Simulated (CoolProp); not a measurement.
Vapour-liquid equilibrium of ethanol (1) + ethylbenzene (2) at 192.35 °C; x and y are mole fractions of (1).

Values from CoolProp's multi-fluid Helmholtz-energy mixture model, Schroeder 2014 and Zhou 2012; pair parameters Bell 2016.

```csv
x,bubble pressure (bar),y at the bubble point,dew pressure at overall composition x (bar),liquid density (mol/L)
0.05,6.330,0.401,3.925,6.731
0.15,10.41,0.636,4.411,7.010
0.25,?,0.720,5.024,7.321
0.35,15.43,0.765,5.819,7.673
0.45,17.12,0.798,6.898,8.078
0.55,18.62,0.826,8.443,8.553
0.65,?,0.855,?,9.124
0.75,21.59,0.888,14.67,9.820
0.85,23.17,?,19.83,10.69
0.95,24.80,0.973,24.02,11.77
```

**Question.** Fill in the missing entries.

**Answer.** 
- 0.25, bubble pressure (bar): 13.31
- 0.65, bubble pressure (bar): 20.09
- 0.65, dew pressure at overall composition x (bar): 10.82
- 0.85, y at the bubble point: 0.927

No azeotrope shows between x = 0.05 and 0.95.

The pair parameters rest on a limited set of measurements; away from them the model extrapolates.
